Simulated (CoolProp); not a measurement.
Saturated liquid density (kg/m³) of water: the reference equation beside estimates from Tc = 647.1 K, pc = 22.06 MPa, ω = 0.344.

Values from CoolProp's reference Helmholtz-energy equation of state, Wagner 2002.

```
T (K)  reference  Soave-Redlich-Kwong  Peng-Robinson
-----  ---------  -------------------  -------------
455.2      884.8                643.6          728.5
458.5      881.2                640.4          725.0
461.8      877.6                637.2          721.5
465.1      873.9                633.9          717.9
468.4      870.1                630.6          714.2
471.7      866.3                627.2          710.5
475        862.5                623.8          706.7
478.3      858.6                620.3          702.9
481.6      854.6                616.7          699.0
484.9      850.6                613.1          695.0
488.3      846.4                609.4          690.8
```

Absolute difference from the reference over all 11 rows, mean and median: Soave-Redlich-Kwong 27.6 and 27.6 %, Peng-Robinson 18.0 and 18.0 %.
